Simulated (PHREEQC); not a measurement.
# Alkaline etch or developer (model solution)

Consider water at 25 °C with 0.0066 mol/kgw NaOH, 1.1e-05 mol/kgw CO2 and 0.26 mol/kgw Na2CO3. Closed to the air; pH follows from the charge balance.

Equilibrium calculation in PHREEQC: ion-association model, wateq4f.dat.

```json
{
 "pH": "11.72",
 "ionic_strength": "0.464 mol/kgw",
 "activity_of_water": "0.989",
 "total_alkalinity": "527 meq/kg"
}
```

```json
[
 {"species": "Na+", "molality": "0.366", "activity": "0.260", "log γ": "-0.149"},
 {"species": "NaCO3-", "molality": "0.160", "activity": "0.112", "log γ": "-0.157"},
 {"species": "CO3-2", "molality": "0.0982", "activity": "0.0231", "log γ": "-0.629"},
 {"species": "OH-", "molality": "0.00806", "activity": "0.00515", "log γ": "-0.195"},
 {"species": "HCO3-", "molality": "0.00136", "activity": "0.000946", "log γ": "-0.157"},
 {"species": "NaHCO3", "molality": "0.000124", "activity": "0.000138", "log γ": "0.046"},
 {"species": "CO2", "molality": "3.72e-9", "activity": "4.14e-9", "log γ": "0.046"}
]
```

No solid was allowed to form. Complexes and solids missing from the database can't appear.
